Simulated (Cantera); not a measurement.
Input: 1 mol Si2Cl6, 6.8 mol NH3, 10 mol N2, equilibrated at 0.00133 bar.

Equilibrium computed with Cantera from the NASA thermochemical tables; the gas is ideal and each condensed phase is pure. Candidate condensed phases: NH4Cl, Si, Si3N4; 28 gas species. The feed counts by its element totals alone. The tables' values for SiCl, SiCl3, SiN are old estimates; treat these amounts as uncertain. Kinetics and transport are ignored. All values below are at 1748 K.

Base state: N2 0.502, H2 0.338, HCl 0.0839, SiCl2 0.0694, H 0.00364, Si 0.00109, Cl 0.000697, SiCl 0.000684 (mole fractions); condensed: Si(l).

Task: What changes in the equilibrium state with this change: NH3 from 6.8 to 2.2 mol?

Result: 
| species | before | after |
|---|---|---|
| N2 | 0.502 | 0.637 |
| H2 | 0.338 | 0.131 |
| HCl | 0.0839 | 0.114 |
| SiCl2 | 0.0694 | 0.113 |
| SiCl4 | 1.40e-6 | 1.08e-5 |
| Si2N | 2.50e-5 | 3.34e-6 |
| Si(l), mol | 0.0912 | 0 |
The tables' values for SiCl3, SiCl are old estimates; treat these amounts as uncertain.
